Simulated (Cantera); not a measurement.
Reactions in the system H-I-Mg

Cantera with NASA thermochemical tables; ideal gases at 1 bar, condensed phases pure. Values are per mole of reaction as written; species without (g) are pure solids or liquids, kept so even where they would boil at 1 bar.

Mg(g) + 2 HI(g) = H2(g) + MgI2

```tsv
T (K)	ΔH° (kJ)	ΔS° (J/K)	ΔG° (kJ)	log10 K	condensed phases
548	-559.7	-284.4	-403.9	38.49	MgI2(s)
648	-556.6	-279.2	-375.7	30.28	MgI2(s)
748	-553.5	-274.8	-348.0	24.30	MgI2(s)
848	-550.4	-270.8	-320.7	19.75	MgI2(s)
948	-517.4	-234.4	-295.1	16.26	MgI2(l)
1048	-513.0	-230.1	-271.9	13.55	MgI2(l)
1148	-508.7	-226.2	-249.1	11.33	MgI2(l)
1248	-504.5	-222.6	-226.7	9.49	MgI2(l)
1348	-500.3	-219.4	-204.6	7.93	MgI2(l)
```
